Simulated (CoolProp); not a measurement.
The numbers come from the reference Helmholtz-energy equation of state, Lemmon 2006 in CoolProp. It is a short technical equation, of lower accuracy than the large ones.

Task: Give the vapour pressure (MPa), liquid density (kg/m³), vapour density (kg/m³), enthalpy of vaporisation (kJ/kg) of saturated CH3F (R41) at -91.75, -64.45 °C.

Result: 
```csv
T (°C),p (MPa),liquid density (kg/m³),vapour density (kg/m³),enthalpy of vaporisation (kJ/kg)
-91.75,0.0456,909,1.06,506
-64.45,0.206,851,4.33,467
```
